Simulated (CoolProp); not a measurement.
Hexamethyldisiloxane (MM) along the isobar 0.101 MPa: fugacity coefficient from the reference equation and from simpler models built on Tc = 245.6 °C, pc = 1.931 MPa, ω = 0.418; each cubic takes its own stable root.

The numbers come from the reference Helmholtz-energy equation of state, Thol 2016 in CoolProp.

```tsv
T (°C)	phase	reference	van der Waals	Peng-Robinson
-5.95	liquid	0.009194	[?]	0.01014
15.35	liquid	0.03326	0.9404	[?]
36.55	liquid	0.09612	0.9491	0.09914
57.85	liquid	0.2346	0.9561	0.2384
79.15	liquid	0.4978	0.9618	0.5019
121.75	gas	0.9516	0.9705	0.9535
143.05	gas	0.9599	0.9739	0.9602
164.35	gas	0.9663	[?]	0.9659
185.65	gas	0.9715	0.9792	0.9706
206.95	gas	0.9756	0.9813	0.9745
228.25	gas	0.9790	0.9832	0.9779
249.45	gas	0.9818	0.9848	0.9808
270.75	gas	0.9842	0.9862	0.9832
292.05	gas	0.9863	0.9874	0.9853
```

Task: Fill in the missing entries.

Result: 
- -5.95, van der Waals: 0.6222
- 15.35, Peng-Robinson: 0.03520
- 164.35, van der Waals: 0.9768

At some of these states van der Waals gives the other phase, because its saturation line lies elsewhere.
